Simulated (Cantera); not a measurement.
Input: 1 mol Si2H6, 0.18 mol HCl, 14 mol N2, held at 1.00 Torr.

Equilibrium computed with Cantera from the NASA thermochemical tables; the gas is ideal and each condensed phase is pure. Candidate condensed phases: NH4Cl, Si, Si3N4; 28 gas species. The feed counts by its element totals alone. N2 is the only nitrogen source here; it is nearly inert below about 1500 K, so the nitride shown seldom forms there in practice. The numbers say what is thermodynamically allowed, not how fast it happens.

Over these rows the condensed part is Si3N4(s). Partial pressures as log10 of bar:

| T (K) | 1000/T (1/K) | log p SiCl2 | log p N2 | log p H2 | log p HCl |
|---|---|---|---|---|---|
| 1075 | 0.9302 | -10.05 | -2.97 | -3.60 | -4.82 |
| 1125 | 0.8889 | -9.48 | -2.97 | -3.60 | -4.82 |
| 1175 | 0.8511 | -8.96 | -2.97 | -3.60 | -4.82 |
| 1225 | 0.8163 | -8.48 | -2.97 | -3.60 | -4.82 |
| 1275 | 0.7843 | ? | -2.97 | -3.60 | -4.82 |
| 1325 | 0.7547 | -7.64 | -2.97 | -3.60 | -4.82 |

### Question
Fit log p(SiCl2) = a + b·(1000/T) to the five rows, give the apparent enthalpy, and predict the row at 1275 K.

### Answer
Means: 1000/T = 0.8482, log p = -8.922. Sxy = -0.249284, Sxx = 0.0181488, so b = -13.74 and a = -8.922 − (-13.74)×0.8482 = 2.73.
Apparent enthalpy: −19.145 × (-13.74) = 263 kJ/mol. With the condensed phases at unit activity, 1/3 Si3N4(s) + 2 HCl(g) = SiCl2(g) + 2/3 N2(g) + H2(g) links this pressure to the main gases: over the six rows their terms move log p by +0.00 in all, so the slope is close to that reaction's ΔH°. The five rows lie within 0.01 of the line.
Prediction at 1275 K: 2.73 + (-13.74)×0.7843 = -8.05. The computed value is -8.04, 0.01 from the line.
